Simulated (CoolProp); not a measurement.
Computed with CoolProp (reference Helmholtz-energy equation of state, Marx 1992).

Question: Give the vapour pressure (bar), liquid density (kg/m³), liquid cp (kJ/(kg K)) of saturated R113 at 67.15, 89.95 °C.

Answer: 
| T (°C) | p (bar) | liquid density (kg/m³) | liquid cp (kJ/(kg K)) |
|---|---|---|---|
| 67.15 | 1.86 | 1460 | 0.962 |
| 89.95 | 3.42 | 1400 | 0.991 |
